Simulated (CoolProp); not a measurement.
n-perfluorohexane along the isotherm 369 K: fugacity coefficient from the reference equation and from simpler models built on Tc = 448.0 K, pc = 17.42 bar, ω = 0.497; each cubic takes its own stable root.

Values from CoolProp's reference Helmholtz-energy equation of state, Gao 2022.

```json
[
 {"p (bar)": "0.0275", "phase": "gas", "reference": "0.9989"},
 {"p (bar)": "0.049", "phase": "gas", "reference": "0.9981"},
 {"p (bar)": "0.0871", "phase": "gas", "reference": "0.9966"},
 {"p (bar)": "0.155", "phase": "gas", "reference": "0.9939"},
 {"p (bar)": "0.275", "phase": "gas", "reference": "0.9891"},
 {"p (bar)": "0.49", "phase": "gas", "reference": "0.9807"},
 {"p (bar)": "0.871", "phase": "gas", "reference": "0.9656"},
 {"p (bar)": "1.55", "phase": "gas", "reference": "0.9389"},
 {"p (bar)": "2.75", "phase": "gas", "reference": "0.8914"},
 {"p (bar)": "4.9", "phase": "liquid", "reference": "0.5767"},
 {"p (bar)": "8.71", "phase": "liquid", "reference": "0.3340"}
]
```

**Question.** How far does each simpler model (van der Waals, Redlich-Kwong, Soave-Redlich-Kwong, Peng-Robinson) lie from the reference over these 11 states: mean and median of the absolute difference, and the worst?

**Answer.** 
- van der Waals: mean 15.4 %, median 0.6 %, worst +110.9 % at 369 K and 8.71 bar
- Redlich-Kwong: mean 9.4 %, median 0.3 %, worst +54.0 % at 369 K and 8.71 bar
- Soave-Redlich-Kwong: mean 0.5 %, median 0.0 %, worst +2.5 % at 369 K and 8.71 bar
- Peng-Robinson: mean 0.1 %, median 0.1 %, worst -0.4 % at 369 K and 2.75 bar

At some of these states van der Waals, Redlich-Kwong gives the other phase, because its saturation line lies elsewhere.
